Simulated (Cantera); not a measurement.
Input: 1 mol CuO, 0.65 mol CH4, 0.014 mol CO, equilibrated at 850 K and 133 Pa.

Equilibrium computed with Cantera from the NASA thermochemical tables; the gas is ideal and each condensed phase is pure. Candidate condensed phases: C, C6H6, C7H8, C8H18, Cu, CuO, Cu(OH)2, Cu2O, H2O; 113 gas species. Kinetics and transport are ignored.

Base state: H2 0.583, CO 0.239, CO2 0.0991, H2O 0.0791 (mole fractions); condensed: Cu(s).

**Question.** What changes in the equilibrium state with this change: temperature from 850 K to 1998 K?

**Answer.** 
```csv
species,before,after
Cu,<1e-9,0.333
H2,0.583,0.319
CO,0.239,0.207
CO2,0.0991,0.0144
H,<1e-9,0.0248
H2O,0.0791,0.101
OH,<1e-9,0.000785
Cu2,<1e-9,0.000143
O,<1e-9,4.47e-5
"Cu(s), mol",1.00,0
```
